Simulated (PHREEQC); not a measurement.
## Buffer (model solution)

Consider water at 20 °C with 0.13 mol KH2PO4 and 0.0021 mol NaF per kg of water. Closed to the air; pH follows from the charge balance.

Equilibrium calculation in PHREEQC: ion-association model, phreeqc.dat.

Each row changes one thing in this solution. No solid was allowed to form.

| case | pH | ionic strength (mol/kgw) |
|---|---|---|
| as made | 4.47 | 0.133 |
| KH2PO4 left out | 7.36 | 0.00210 |
| temperature from 20 to 15 °C | 4.47 | 0.133 |
| diluted 100-fold with water | 5.07 | 0.00134 |
| NaF left out | 4.45 | 0.131 |
| temperature from 20 to 30 °C | 4.48 | 0.133 |
| NaF from 0.0021 to 0.00021 mol/kgw | 4.45 | 0.131 |
| NaF from 0.0021 to 0.00231 mol/kgw | 4.47 | 0.133 |
